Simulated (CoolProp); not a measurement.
Saturation properties of toluene.

The numbers come from the reference Helmholtz-energy equation of state, Lemmon 2006 in CoolProp. It is a short technical equation, of lower accuracy than the large ones.

| T (K) | p (kPa) | liquid density (kg/m³) | liquid cp (kJ/(kg K)) |
|---|---|---|---|
| 461.9 | 611.2 | 690.9 | (withheld) |
| 473.5 | 754.8 | 675.8 | (withheld) |
| 485.1 | 922.3 | (withheld) | 2.442 |
| 496.6 | 1114 | (withheld) | 2.508 |
| 508.2 | 1337 | 625.3 | 2.582 |
| 519.7 | 1589 | (withheld) | 2.668 |
| 531.3 | 1879 | 584.8 | 2.775 |
| 542.8 | 2203 | 561.2 | 2.913 |
| 554.4 | 2574 | (withheld) | 3.117 |
| 565.9 | 2988 | (withheld) | 3.467 |

Problem. Fill in the missing entries.

Solution. 
- 461.9, liquid cp (kJ/(kg K)): 2.326
- 473.5, liquid cp (kJ/(kg K)): 2.382
- 485.1, liquid density (kg/m³): 659.9
- 496.6, liquid density (kg/m³): 643.3
- 519.7, liquid density (kg/m³): 606.0
- 554.4, liquid density (kg/m³): 534.0
- 565.9, liquid density (kg/m³): 501.6

It boils at 383.7 K under 1 atm.
